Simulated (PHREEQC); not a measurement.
1 kg of water holding 0.21 mol/kgw NaCl, 0.15 mol/kgw KCl and 0.12 mol/kgw MgCl2 is evaporated at 60 °C; the solids stay in contact with the brine. No CO2 enters from the air. The run lets Bischofite, Brucite, Carnallite, Halite, Sylvite, MgCl2_4H2O precipitate or redissolve, and no other solid.

The series has 22 steps of water left (kg), from 1 to 0.006438.

All values are PHREEQC results (Pitzer model, pitzer.dat), not measurements.

Question: Which solids form, in which order, and at which step of the series does each first stand?

Answer: Halite from water left = 0.06418 kg; Sylvite from water left = 0.05275 kg; Carnallite from water left = 0.02165 kg.

Complexes and solids missing from the database can't appear. At this temperature some constants are extrapolated from 25 °C, and those without enthalpy data are left unchanged.
